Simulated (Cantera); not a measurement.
Feed: 1 mol FeCl₂, 1.4 mol H₂, at 1025 K and 4300 Pa.

These are equilibrium values from Cantera (NASA tables, ideal gas, pure condensed phases), not measurements of a reactor. Candidate condensed phases: Fe, FeCl₂, FeCl₃; 11 gas species. The numbers say what is thermodynamically allowed, not how fast it happens.

Base state: HCl 0.506, H₂ 0.334, FeCl₂ 0.152, Fe₂Cl₄ 0.00741, FeCl₃ 4.01e-5 (mole fractions); condensed: Fe(α).

### Question
What changes in the equilibrium state with this change: H₂ from 1.4 to 1 mol?

### Answer
```
species      before    after
----------  -------  -------
HCl           0.506    0.521
H₂            0.334    0.247
FeCl₂         0.152    0.217
Fe₂Cl₄      0.00741   0.0151
FeCl₃       4.01e-5  6.86e-5
Fe(α), mol    0.603    0.513
```
